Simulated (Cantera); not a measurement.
# Equilibrium for silicon oxide and oxynitride deposition: SiCl₄ + N₂O + H₂

Feed: 1 mol SiCl₄, a varied amount of N₂O, 0.13 mol H₂, at 1223 K and 0.170 bar.

Equilibrium computed with Cantera from the NASA thermochemical tables; the gas is ideal and each condensed phase is pure. Candidate condensed phases: H₂O, NH₄Cl, Si, SiO₂, Si₂N₂O, Si₃N₄; 47 gas species. The tables hold silica as quartz up to 1696 K and as liquid above; real silica turns to tridymite and cristobalite and melts near 1996 K. Equilibrium is a limit: real reactors are often held back by kinetics, nucleation or transport.

```
n(N₂O) (mol)  log p N₂  log p Cl₂  log p SiCl₄  log p O₂  log p HCl  log p Cl  n SiO₂(β-quartz)
------------  --------  ---------  -----------  --------  ---------  --------  ----------------
0.58             -1.31      -1.43        -1.22     -9.71      -1.66     -2.94             0.290
1.5              -1.12      -1.17        -1.90     -8.51      -1.89     -2.81             0.750
2.4              -1.07      -1.18        -8.29     -2.15      -2.03     -2.81              1.00
3.3              -1.04      -1.29        -8.91     -1.74      -2.14     -2.87              1.00
4.2              -1.02      -1.38        -9.23     -1.60      -2.23     -2.91              1.00
5.1              -1.01      -1.45        -9.45     -1.52      -2.30     -2.95              1.00
6                -1.00      -1.51        -9.62     -1.48      -2.36     -2.98              1.00
6.9              -0.99      -1.57        -9.77     -1.44      -2.42     -3.01              1.00
7.8              -0.99      -1.62        -9.89     -1.42      -2.47     -3.03              1.00
8.7              -0.98      -1.66       -10.00     -1.40      -2.51     -3.05              1.00
9.6              -0.98      -1.70       -10.09     -1.38      -2.55     -3.07              1.00
```
log p: log10 of the partial pressure in bar; n: condensed amount in mol.

From 0.58 mol N₂O to 9.6 mol N₂O the condensed part is SiO₂(β-quartz).
